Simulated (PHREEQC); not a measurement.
Make-up at 20 °C: 1.7 mol/kgw NaBr and 0.46 mol/kgw SrCl2. It is in equilibrium with CO2 at log p = -2 (atm). Otherwise closed; pH follows from the charge balance.

Computed with PHREEQC (Pitzer model, pitzer.dat).

Question: The ionic strength comes out as 3.08 mol/kgw. What activity coefficients do Cl-, Br-, Sr+2, Na+, HCO3- get?

Answer: Cl- 0.56, Br- 0.64, Sr+2 0.49, Na+ 0.95, HCO3- 0.30. Single-ion values are on the MacInnes scale.

This is a speciation only: nothing precipitates in the calculation. Species that the database lacks are ignored. In brines, pH and single-ion activities rest on the MacInnes convention.
